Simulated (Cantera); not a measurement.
## Low-pressure radical oxidation in H2/O2

An isothermal, constant-pressure homogeneous reactor starts with 3.57 % H₂, 96.4 % O₂, equivalence ratio 0.018, at 1173 K and 0.0263 atm.

Model: GRI-Mech 3.0 (53 species, 325 reactions), integrated in Cantera. Radical loss at walls, strong at low pressure, is not modelled. The temperature is held fixed by assumption; the heat of reaction is taken as removed at once.

```json
[
 {"t (s)": "0.000300", "x H₂": "0.0357", "x O₂": "0.964", "x OH": "3.24e-8", "x H₂O₂": "7.73e-12", "x H₂O": "5.71e-8", "x O": "4.92e-8", "x HO₂": "1.16e-8"},
 {"t (s)": "0.00103", "x H₂": "0.0356", "x O₂": "0.964", "x OH": "4.39e-5", "x H₂O₂": "4.22e-10", "x H₂O": "9.36e-5", "x O": "6.82e-5", "x HO₂": "6.10e-7"},
 {"t (s)": "0.00354", "x H₂": "0.000480", "x O₂": "0.940", "x OH": "0.00228", "x H₂O₂": "1.36e-7", "x H₂O": "0.0322", "x O": "0.0215", "x HO₂": "5.78e-6"},
 {"t (s)": "0.0122", "x H₂": "0.000238", "x O₂": "0.951", "x OH": "0.00162", "x H₂O₂": "1.29e-7", "x H₂O": "0.0343", "x O": "0.0114", "x HO₂": "4.67e-6"},
 {"t (s)": "0.0418", "x H₂": "5.68e-5", "x O₂": "0.961", "x OH": "0.000794", "x H₂O₂": "1.06e-7", "x H₂O": "0.0357", "x O": "0.00268", "x HO₂": "2.52e-6"},
 {"t (s)": "0.144", "x H₂": "6.98e-6", "x O₂": "0.963", "x OH": "0.000282", "x H₂O₂": "5.37e-8", "x H₂O": "0.0362", "x O": "0.000334", "x HO₂": "7.32e-7"},
 {"t (s)": "0.493", "x H₂": "7.96e-7", "x O₂": "0.964", "x OH": "9.68e-5", "x H₂O₂": "1.72e-8", "x H₂O": "0.0363", "x O": "3.91e-5", "x HO₂": "1.41e-7"},
 {"t (s)": "1.69", "x H₂": "1.17e-7", "x O₂": "0.964", "x OH": "3.76e-5", "x H₂O₂": "4.47e-9", "x H₂O": "0.0363", "x O": "5.88e-6", "x HO₂": "2.70e-8"},
 {"t (s)": "5.82", "x H₂": "2.27e-8", "x O₂": "0.964", "x OH": "1.67e-5", "x H₂O₂": "1.15e-9", "x H₂O": "0.0363", "x O": "1.16e-6", "x HO₂": "7.59e-9"},
 {"t (s)": "20.0", "x H₂": "5.46e-9", "x O₂": "0.964", "x OH": "8.23e-6", "x H₂O₂": "3.22e-10", "x H₂O": "0.0363", "x O": "2.82e-7", "x HO₂": "5.39e-9"}
]
```
x: mole fraction; the columns are a selection and need not sum to one.

Equilibrium at this temperature and pressure: H₂ 1.63e-9, O₂ 0.964, OH 4.50e-6, H₂O₂ 1.09e-10, H₂O 0.0363, O 8.45e-8, HO₂ 7.53e-9 (gas phase only).
